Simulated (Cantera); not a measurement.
Input: 1 mol C₂H₅OH, 0.058 mol CO₂, 46 mol H₂, at 2350 K.

Cantera equilibrium calculation (NASA polynomials, part measured and part estimated; ideal gas, pure solids and liquids). Candidate condensed phases: C, C₆H₆, C₇H₈, C₈H₁₈, H₂O; 110 gas species. The ideal-gas law is rough above about 30 bar. Equilibrium is a limit: real reactors are often held back by kinetics, nucleation or transport.

x: gas mole fraction; n: condensed amount in mol.

| P (Pa) | x H₂ | x H | x CO | x CH₄ | x C₂H₂ (acetylene) | n C(graphite) |
|---|---|---|---|---|---|---|
| 10 | 0.300 | 0.683 | 0.0146 | 1.75e-9 | 0.00165 | 0.545 |
| 100 | 0.658 | 0.320 | 0.0187 | 8.42e-8 | 0.00363 | 0.487 |
| 1000 | ? | ? | 0.0210 | ? | ? | 0.431 |
| 10000 | 0.935 | 0.0381 | 0.0218 | 1.70e-5 | 0.00516 | 0.409 |
| 100000 | 0.960 | 0.0122 | 0.0221 | 0.000179 | 0.00530 | 0.393 |
| 1000000 | 0.966 | ? | 0.0223 | ? | 0.00533 | ? |
| 10000000 | 0.960 | 0.00122 | 0.0224 | 0.0128 | 0.00268 | 0 |

Problem. Some entries are withheld; supply them.

Solution. 
- 1000, x H₂: 0.859
- 1000, x H: 0.116
- 1000, x CH₄: 1.43e-6
- 1000, x C₂H₂ (acetylene): 0.00474
- 1000000, x H: 0.00388
- 1000000, x CH₄: 0.00182
- 1000000, n C(graphite): 0.299
